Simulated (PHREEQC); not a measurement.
Dissolve 190 mmol/kgw Cd(NO3)2 at 65 °C. Closed to the air; pH follows from the charge balance.

All values are PHREEQC results (ion-association model, phreeqc.dat), not measurements.

Precipitation was switched off in this run.

Q: Estimate the pH, density, specific conductance.

A: pH 4.88; density 1.015 g/cm³; specific conductance 55300 µS/cm.

Q: In which forms is Cd present?

A: Cd+2 93 %, CdNO3+ 6.6 % of the Cd.

Constants without temperature data keep their 25 °C values here.
